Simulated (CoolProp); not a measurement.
Cyclohexane at several states: fugacity coefficient from the reference equation and from simpler models built on Tc = 553.6 K, pc = 40.81 bar, ω = 0.209; each cubic takes its own stable root.

The numbers come from the reference Helmholtz-energy equation of state, Zhou 2014 in CoolProp.

| T (K) | p (bar) | phase | reference | van der Waals | Peng-Robinson |
|---|---|---|---|---|---|
| 305 | 0.184 | liquid | 0.9459 | 0.9948 | 0.9912 |
| 366.1 | 0.587 | gas | 0.9814 | 0.9888 | 0.9826 |
| 533.6 | 0.269 | gas | 0.9975 | 0.9979 | 0.9972 |
| 461 | 30.2 | liquid | 0.3275 | 0.5233 | 0.3238 |

At some of these states van der Waals, Peng-Robinson gives the other phase, because its saturation line lies elsewhere.
